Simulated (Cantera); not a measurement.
Thermodynamics of silicon etching in halogen gases, feed Si + SF6 + N2

A closed system holds: 1 mol Si, a varied amount of SF6, 20 mol N2, equilibrated at 1748 K and 0.300 bar.

Method: chemical equilibrium by Gibbs-energy minimisation in Cantera with the NASA 1993 tables (ideal gas, pure condensed phases). Candidate condensed phases: S, Si, Si3N4; 29 gas species. The tables' values for SF3, S2F2 (SSF2), SF5, FS2F (FSSF) are old estimates; treat these amounts as uncertain. Rates play no part.

From 0.8 mol SF6 to 3.8 mol SF6 nothing is condensed. The main Si-bearing gas is SiF4 throughout.

```csv
n(SF6) (mol),log p N2,log p F,log p SF4,log p SiF4,log p SF2,log p SF3
0.8,-0.56,-3.54,-5.36,-1.86,-2.49,-4.28
1.1,-0.57,-2.62,-2.96,-1.87,-1.94,-2.81
1.5,-0.58,-2.13,-2.12,-1.89,-2.08,-2.46
1.8,-0.60,-1.95,-1.90,-1.90,-2.21,-2.41
2.1,-0.61,-1.82,-1.76,-1.91,-2.35,-2.41
2.5,-0.63,-1.67,-1.64,-1.93,-2.52,-2.44
2.8,-0.64,-1.58,-1.58,-1.94,-2.63,-2.46
3.1,-0.65,-1.51,-1.53,-1.95,-2.73,-2.49
3.5,-0.67,-1.43,-1.49,-1.97,-2.84,-2.52
3.8,-0.68,-1.38,-1.46,-1.98,-2.91,-2.54
```
log p: log10 of the partial pressure in bar; nothing condenses.
